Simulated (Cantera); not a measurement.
## Adiabatic ignition

An adiabatic, constant-volume homogeneous reactor starts with C2H4 : O2 : N2 : CO2 = 1 : 3 : 11.3 : 0.39 (molar parts), equivalence ratio 1.0, at 975 K and 0.217 atm.

Cantera simulation using GRI-Mech 3.0 (53 species, 325 reactions); the numbers are that mechanism's predictions, not measurements. GRI-Mech 3.0 was tuned for natural gas; its chemistry of ethylene as a main component is partial and can be far from experiment. Below about 1000 K GRI-Mech 3.0 lacks low-temperature oxidation paths.

```tsv
t (s)	T (K)	P (bar)	x C2H4	x O2	x CO2	x C2H	x HCN
3.00e-6	975	0.220	0.0637	0.191	0.0249	<1e-12	<1e-12
7.25e-6	975	0.220	0.0637	0.191	0.0249	<1e-12	<1e-12
1.75e-5	975	0.220	0.0637	0.191	0.0249	<1e-12	<1e-12
4.24e-5	975	0.220	0.0637	0.191	0.0249	<1e-12	<1e-12
0.000103	975	0.220	0.0637	0.191	0.0249	<1e-12	<1e-12
0.000248	975	0.220	0.0637	0.191	0.0249	<1e-12	<1e-12
0.000599	975	0.220	0.0637	0.191	0.0249	<1e-12	<1e-12
0.00145	975	0.220	0.0637	0.191	0.0249	<1e-12	<1e-12
0.00350	975	0.220	0.0637	0.191	0.0249	<1e-12	<1e-12
0.00847	975	0.220	0.0637	0.191	0.0249	<1e-12	<1e-12
0.0205	975	0.220	0.0637	0.191	0.0249	<1e-12	<1e-12
0.0495	975	0.220	0.0637	0.191	0.0249	<1e-12	<1e-12
0.120	975	0.220	0.0637	0.191	0.0249	<1e-12	<1e-12
0.290	975	0.220	0.0637	0.191	0.0249	<1e-12	<1e-12
0.700	2697	0.641	<1e-12	0.0257	0.0823	<1e-12	8.10e-10
```
x: mole fraction; the columns are a selection and need not sum to one.

```yaml
time_of_steepest_temperature_rise: 0.358 s
temperature at 0.700 s: 2697 K
equilibrium_temperature: 2697 K
x(C2H4) at 0.700 s: <1e-12 (gas-phase equilibrium <1e-12)
x(O2) at 0.700 s: 0.0257 (gas-phase equilibrium 0.0257)
x(CO2) at 0.700 s: 0.0823 (gas-phase equilibrium 0.0823)
```
